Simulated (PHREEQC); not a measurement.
A column of 1 m (40 cells, dispersivity 0.05 m, 60 s a shift, diffusion coefficient 3e-10 m²/s) holds 0.0042 eq of the database's cation exchanger X per kg of pore water, first in equilibrium with 83 mmol/kgw ZnCl2, 6 mmol/kgw KCl and 0.01 mmol/kgw HCl. It is flushed with 0.0047 mol ZnCl2, 0.0035 mol NaCl and 1e-05 mol HCl per kg of water, at 25 °C. Values are for the last cell. No CO2 enters from the air. No solid was allowed to form.

Base run: PHREEQC, ion-association model, phreeqc.dat. Each further column changes one thing. The table gives K in solution (mol/kgw).

```
pore volumes      base  exchange capacity from 0.0042 to 0.0021 eq/kgw  dispersivity from 0.05 to 0.1 m
------------  --------  ----------------------------------------------  -------------------------------
0              0.00600                                         0.00600                          0.00600
0.3125         0.00600                                         0.00600                          0.00598
0.7125         0.00505                                         0.00501                          0.00444
1.012          0.00272                                         0.00263                          0.00257
1.312          0.00107                                        0.000987                          0.00130
1.712         0.000251                                        0.000209                         0.000490
2.013          7.97e-5                                         5.99e-5                         0.000232
2.312          2.41e-5                                         1.63e-5                         0.000110
2.712          4.61e-6                                         2.70e-6                          4.01e-5
3.013          1.29e-6                                         6.80e-7                          1.87e-5
```
